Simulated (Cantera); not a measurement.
A diamond (100) surface in a fixed gas of H2 with x(CH4) = 0.0093, x(H) = 0.00028, x(CH3) = 1.8e-05, at 923 K; coverages are run to steady state.

Cantera simulation using the Harris–Goodwin 1993 mechanism for the reconstructed diamond (100) surface; the numbers are that mechanism's predictions, not measurements.

One state of this run: growth (µm/h) = 0.446; θ c6HH = 0.639; θ c6H* = 0.0113; θ c6*H = 0.292; θ c6** = 0.00437; θ c6HM = 0.0418. θ: site fractions in the mechanism's names (c6HH fully hydrogenated, c6H* and c6*H radical sites, c6** diradical, c6HM methylated).

Problem. Which value of P (Pa) does it belong to?
(A) 1700
(B) 8100
(C) 620
(D) 1000

Solution. B, 8100
